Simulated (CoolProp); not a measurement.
Saturation properties of ethanol.

The numbers come from the reference Helmholtz-energy equation of state, Schroeder 2014 in CoolProp.

| T (°C) | p (MPa) | liquid cp (kJ/(kg K)) | liquid conductivity (mW/(m K)) |
|---|---|---|---|
| -19.75 | 0.0003532 | 2.143 | 174 |
| -6.75 | 0.0009827 | 2.216 | 171 |
| 6.15 | 0.002443 | 2.297 | 167 |
| 19.15 | 0.005583 | 2.390 | 165 |
| 32.15 | 0.01178 | 2.492 | 162 |
| 45.15 | ? | ? | 160 |
| 58.05 | 0.04281 | 2.725 | 158 |
| 71.05 | ? | 2.854 | ? |
| 84.05 | 0.1260 | 2.992 | 153 |
| 96.95 | 0.2017 | 3.138 | 151 |
| 109.95 | 0.3121 | 3.296 | 149 |
| 122.95 | ? | 3.464 | ? |
| 135.85 | ? | 3.639 | 145 |
| 148.85 | ? | 3.817 | 143 |

What belongs in the gaps?


- 45.15, p (MPa): 0.02321
- 45.15, liquid cp (kJ/(kg K)): 2.605
- 71.05, p (MPa): 0.07521
- 71.05, liquid conductivity (mW/(m K)): 155
- 122.95, p (MPa): 0.4669
- 122.95, liquid conductivity (mW/(m K)): 147
- 135.85, p (MPa): 0.6757
- 148.85, p (MPa): 0.9542

It boils at 78.4 °C under 1 atm.

Thermal conductivity comes from a separate model (Assael 2013).
